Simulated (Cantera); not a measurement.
A perfectly stirred reactor is fed with H2 : O2 = 0.032 : 0.19 (molar parts), equivalence ratio 0.084, at 20.0 Torr; it is held at 973 K, and followed from long to short residence time.

Model: GRI-Mech 3.0 (53 species, 325 reactions), integrated in Cantera. Radical loss at walls, strong at low pressure, is not modelled. The temperature is held fixed by assumption; the heat of reaction is taken as removed at once.

One state of this run: x H2 = 0.00781; x O2 = 0.840; x H2O2 = 9.47e-7; x H2O = 0.144; x O = 0.00378; x HO2 = 2.50e-5; x H = 0.00219. x: mole fraction; the columns are a selection and need not sum to one.

### Question
Which value of τ (s) does it belong to?
A) 0.096
B) 0.0079
C) 0.051
D) 0.028

### Answer
D, 0.028
